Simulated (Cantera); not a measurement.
Input: 1 mol n-butane, 0.0096 mol O2, 4.6 mol H2, 0.032 mol H2O, held at 1175 °C and 4.40 mbar.

Cantera equilibrium calculation (NASA polynomials, part measured and part estimated; ideal gas, pure solids and liquids). Candidate condensed phases: C, C6H6, C7H8, C8H18, H2O; 110 gas species. Equilibrium is a limit: real reactors are often held back by kinetics, nucleation or transport.

Base state: H2 0.995, CO 0.00529, H 0.000139, CH4 1.45e-5 (mole fractions); condensed: C(graphite).

### Question
What changes in the equilibrium state with this change: temperature from 1175 °C to 1777 °C?

### Answer
```tsv
species	before	after
H2	0.995	0.960
H	0.000139	0.0335
CO	0.00529	0.00520
C2H2 (acetylene)	4.74e-6	0.00102
CH4	1.45e-5	1.51e-6
C(graphite), mol	3.95	3.93
```

### Question
What changes in the equilibrium state with this change: 0.012 mol CO2 added?

### Answer
```tsv
species	before	after
H2	0.995	0.992
CO	0.00529	0.00775
H	0.000139	0.000139
CH4	1.45e-5	1.44e-5
C(graphite), mol	3.95	3.94
```
